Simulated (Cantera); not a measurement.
Charge: 1 mol Al, 0.9 mol Cl₂, 2.8 mol H₂, equilibrated at 1098.15 K and 130 Pa.

Method: chemical equilibrium by Gibbs-energy minimisation in Cantera with the NASA 1993 tables (ideal gas, pure condensed phases). Candidate condensed phases: Al, AlCl₃; 12 gas species. The tables' values for AlCl₂ are old estimates; treat these amounts as uncertain. The numbers say what is thermodynamically allowed, not how fast it happens.

Base state: H₂ 0.736, AlCl 0.151, AlCl₃ 0.0972, AlCl₂ 0.0152, HCl 0.000815 (mole fractions); condensed: gas only.

### Question
What changes in the equilibrium state with this change: temperature from 1098.15 K to 923.15 K?

### Answer
| species | before | after |
|---|---|---|
| H₂ | 0.736 | 0.787 |
| AlCl₃ | 0.0972 | 0.144 |
| AlCl | 0.151 | 0.0636 |
| AlCl₂ | 0.0152 | 0.00567 |
| HCl | 0.000815 | 4.62e-5 |
| Al(s), mol | 0 | 0.242 |

### Question
What changes in the equilibrium state with this change: temperature from 1098.15 K to 423.15 K?

### Answer
```tsv
species	before	after
H₂	0.736	0.903
Al₂Cl₆	3.58e-7	0.0960
AlCl₃	0.0972	0.00132
AlCl	0.151	<1e-9
AlCl₂	0.0152	<1e-9
HCl	0.000815	<1e-9
Al(s), mol	0	0.400
```
